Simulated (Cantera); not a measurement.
What does this Cantera script print?

```python
import numpy as np
import cantera as ct

gas_names = [...]  # 115 gases of nasa_gas.yaml made of C, Ca, H, O
cond_names = """
    C(gr) C6H6(L) C7H8(L) C8H18(L),n-octa Ca(a) Ca(b) Ca(L) CaCO3(caL) CaO(s) CaO(L) CaO2H2(s) H2O(s)
    H2O(L)
""".split()


# ... load() reads the species with a 1 bar reference pressure and builds the phases ...
atoms = {
    'CaCO3': {'Ca': 1, 'C': 1, 'O': 3},
    'H2O': {'H': 2, 'O': 1},
}
top_T = {'C(gr)': 4500}  # K; cautious upper limits of use, not melting points


# ... equilibrate(T, P, feed) seeds the gas with the atoms and calls Mixture.equilibrate('TP', solver="vcs", rtol=1e-11, max_steps=5000) ...
results = []
feed = {'CaCO3': 1, 'H2O': 0.75}  # mol
P = 26  # Pa
for T in [1348, 1398, 1448, 1498, 1548, 1598, 1648, 1698, 1748, 1798, 1848]:
    mix = equilibrate(T, P, feed)
    results.append((T, P, feed, dict(zip(mix.species_names, mix.species_moles))))
    x = sorted(zip(gas.X, gas.species_names), reverse=True)
    print(f"T = {T:g} K  P = {P:g} Pa  gas = {mix.phase_moles(0):.4g} mol")
    print("   x: " + "  ".join(f"{s} {v:.3e}" for v, s in x if v > 0.0001))
    print("   condensed (mol): " + ("  ".join(f"{mix.phase(i).name} {mix.phase_moles(i):.4g}"
          for i in range(1, mix.n_phases) if mix.phase_moles(i) > 1e-12) or "none"))
```

Output:

```
T = 1348 K  P = 26 Pa  gas = 1.751 mol
   x: CO2 5.705e-01  H2O 4.281e-01  CO 6.540e-04  O2 4.371e-04  H2 2.508e-04
   condensed (mol): CaO(s) 1
T = 1398 K  P = 26 Pa  gas = 1.751 mol
   x: CO2 5.697e-01  H2O 4.277e-01  CO 1.200e-03  O2 7.786e-04  H2 4.165e-04  OH 1.213e-04
   condensed (mol): CaO(s) 1
T = 1448 K  P = 26 Pa  gas = 1.753 mol
   x: CO2 5.685e-01  H2O 4.272e-01  CO 2.107e-03  O2 1.333e-03  H2 6.680e-04  OH 2.249e-04
   condensed (mol): CaO(s) 1
T = 1498 K  P = 26 Pa  gas = 1.754 mol
   x: CO2 5.665e-01  H2O 4.263e-01  CO 3.558e-03  O2 2.201e-03  H2 1.038e-03  OH 3.999e-04
   condensed (mol): CaO(s) 1
T = 1548 K  P = 26 Pa  gas = 1.757 mol
   x: CO2 5.634e-01  H2O 4.249e-01  CO 5.793e-03  O2 3.514e-03  H2 1.567e-03  OH 6.848e-04
   condensed (mol): CaO(s) 1
T = 1598 K  P = 26 Pa  gas = 1.761 mol
   x: CO2 5.588e-01  H2O 4.230e-01  CO 9.124e-03  O2 5.439e-03  H2 2.305e-03  OH 1.132e-03  H 1.585e-04
   condensed (mol): CaO(s) 1
T = 1648 K  P = 26 Pa  gas = 1.767 mol
   x: CO2 5.521e-01  H2O 4.202e-01  CO 1.393e-02  O2 8.176e-03  H2 3.309e-03  OH 1.813e-03  H 3.177e-04  O 1.420e-04
   condensed (mol): CaO(s) 1
T = 1698 K  P = 26 Pa  gas = 1.775 mol
   x: CO2 5.428e-01  H2O 4.162e-01  CO 2.066e-02  O2 1.195e-02  H2 4.646e-03  OH 2.815e-03  H 6.113e-04  O 2.967e-04
   condensed (mol): CaO(s) 1
T = 1748 K  P = 26 Pa  gas = 1.786 mol
   x: CO2 5.301e-01  H2O 4.108e-01  CO 2.978e-02  O2 1.701e-02  H2 6.389e-03  OH 4.248e-03  H 1.133e-03  O 5.931e-04
   condensed (mol): CaO(s) 1
T = 1798 K  P = 26 Pa  gas = 1.802 mol
   x: CO2 5.132e-01  H2O 4.035e-01  CO 4.177e-02  O2 2.357e-02  H2 8.616e-03  OH 6.239e-03  H 2.027e-03  O 1.137e-03
   condensed (mol): CaO(s) 1
T = 1848 K  P = 26 Pa  gas = 1.823 mol
   x: CO2 4.915e-01  H2O 3.937e-01  CO 5.704e-02  O2 3.182e-02  H2 1.140e-02  OH 8.920e-03  H 3.511e-03  O 2.095e-03
   condensed (mol): CaO(s) 1
```

Equilibrium computed with Cantera from the NASA thermochemical tables; the gas is ideal and each condensed phase is pure.
